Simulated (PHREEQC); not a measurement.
0.051 g of hydrous ferric oxide (600 m²/g; 0.2 weak and 0.005 strong sites per Fe, Dzombak-Morel constants, diffuse double layer) in 1 kg of water with 0.005 mol/kgw of an inert sodium salt and 8.3e-07 mol/kgw SrCl2 and 2e-07 mol/kgw NaF, at 25 °C; the pH is set by adding NaOH or the inert anion's acid. Oxygen alone is held at its pressure in air (log pO2 = -0.68). The system is closed to CO2. Precipitation was switched off in this run.

The series has 13 steps of pH, from 3 to 9.

The numbers come from PHREEQC with the ion-association model, wateq4f.dat.

Q: Near which pH is half of the Sr sorbed, and on which side is more sorbed?

A: Near pH 8.6, with more sorbed at higher pH.

Q: Near which pH is half of the F sorbed, and on which side is more sorbed?

A: Near pH 5.3, with more sorbed at lower pH.

The oxide is taken as insoluble; below pH 4 it would dissolve.
